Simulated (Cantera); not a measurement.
Input (Python, Cantera) and output of one run.

```python
import numpy as np
import cantera as ct

gas_names = """
    Cu CuF CuF2 CuO Cu2 F FO FO2 F2 F2O H HF HOF HO2 H2 H2F2 H2O H2O2 H3F3 H4F4 H5F5 H6F6 H7F7 O OH O2
    O3
""".split()
cond_names = """
    Cu(cr) Cu(L) CuF2(s) CuF2(L) CuO(s) CuO2H2(s) Cu2O(s) Cu2O(L) H2O(s) H2O(L)
""".split()


def load(file, names, dense=False):
    # The tables refer to 1 bar. Condensed volumes are neglected.
    table = {s.name: s for s in ct.Species.list_from_file(file)}
    out = []
    for n in names:
        d = dict(table[n].input_data)
        d["thermo"] = dict(d["thermo"], **{"reference-pressure": 1e5})
        if dense:
            d["equation-of-state"] = {"model": "constant-volume", "density": "1e6 g/cm^3"}
        out.append(ct.Species.from_dict(d))
    return out


gas = ct.Solution(thermo="ideal-gas", species=load("nasa_gas.yaml", gas_names))
cond = {s.name: ct.Solution(thermo="fixed-stoichiometry", species=[s], name=s.name)
        for s in load("nasa_condensed.yaml", cond_names, dense=True)}
atoms = {
    'CuF2': {'Cu': 1, 'F': 2},
    'O2': {'O': 2},
    'H2': {'H': 2},
}
top_T = {'CuO(s)': 1390}  # K; cautious upper limits of use, not melting points


def equilibrate(T, P, feed):
    n = {}
    for name, mol in feed.items():
        for a, k in atoms[name].items():
            n[a] = n.get(a, 0.0) + k * mol
    gas.TPX = T, P, n
    mass = sum(n.values()) * gas.mean_molecular_weight
    gas.equilibrate("TP")
    valid = [c for c in cond.values() if c.min_temp <= T <= top_T.get(c.name, c.max_temp)]
    mix = ct.Mixture([(gas, mass / gas.mean_molecular_weight)] + [(c, 0.0) for c in valid])
    mix.T, mix.P = T, P
    mix.equilibrate("TP", solver="vcs", rtol=1e-11, max_steps=5000)
    return mix


results = []
feed = {'CuF2': 1, 'O2': 3, 'H2': 0.3}  # mol
T = 923.15  # K
P = 63000  # Pa
mix = equilibrate(T, P, feed)
results.append((T, P, feed, dict(zip(mix.species_names, mix.species_moles))))
print(gas.report(threshold=1e-06))
for i in range(1, mix.n_phases):
    print(f"{mix.phase(i).name:16s} {mix.phase_moles(i):12.5e} mol")
```

Output:

```
       temperature   923.15 K
          pressure   63000 Pa
           density   0.24554 kg/m^3
  mean mol. weight   29.915 kg/kmol
   phase of matter   gas

                          1 kg             1 kmol
                     ---------------   ---------------
          enthalpy       -9.2228e+05        -2.759e+07  J
   internal energy       -1.1789e+06       -3.5265e+07  J
           entropy            8110.4        2.4262e+05  J/K
    Gibbs function       -8.4094e+06       -2.5156e+08  J
 heat capacity c_p            1126.2             33689  J/K
 heat capacity c_v            848.25             25375  J/K

                      mass frac. Y      mole frac. X     chem. pot. / RT
                     ---------------   ---------------   ---------------
              CuF2        5.0776e-06        1.4959e-06           -83.614
                HF             0.116           0.17345           -60.215
               H2O        0.00015172        0.00025194           -64.874
                O2           0.88384           0.82629           -27.005
     [  +23 minor]        1.3878e-06        1.0194e-06

Cu(cr)            0.00000e+00 mol
CuF2(s)           7.00864e-01 mol
CuO(s)            2.99131e-01 mol
CuO2H2(s)         0.00000e+00 mol
Cu2O(s)           0.00000e+00 mol
```

Equilibrium computed with Cantera from the NASA thermochemical tables; the gas is ideal and each condensed phase is pure.
